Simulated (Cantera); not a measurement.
An adiabatic, constant-pressure homogeneous reactor starts with CH₄ : H₂ : O₂ : N₂ : H₂O = 1 : 0.038 : 1.35 : 5.06 : 0.34 (molar parts), equivalence ratio 1.5, at 1598 K and 5.00 bar.

Cantera simulation using GRI-Mech 3.0 (53 species, 325 reactions); the numbers are that mechanism's predictions, not measurements.

Q: Predict: time of steepest temperature rise; temperature at 3.00 s; equilibrium temperature; x(H₂) at 3.00 s; x(O₂) at 3.00 s; x(NO) at 3.00 s; x(NO₂) at 3.00 s.

A: 
```
Quantity                                                              Result
---------------------------------  -----------------------------------------
time of steepest temperature rise                                   0.152 ms
temperature at 3.00 s                                                 2802 K
equilibrium temperature                                               2802 K
x(H₂) at 3.00 s                        0.0743 (gas-phase equilibrium 0.0743)
x(O₂) at 3.00 s                    0.000678 (gas-phase equilibrium 0.000678)
x(NO) at 3.00 s                      0.00182 (gas-phase equilibrium 0.00182)
x(NO₂) at 3.00 s                     1.55e-7 (gas-phase equilibrium 1.55e-7)
```
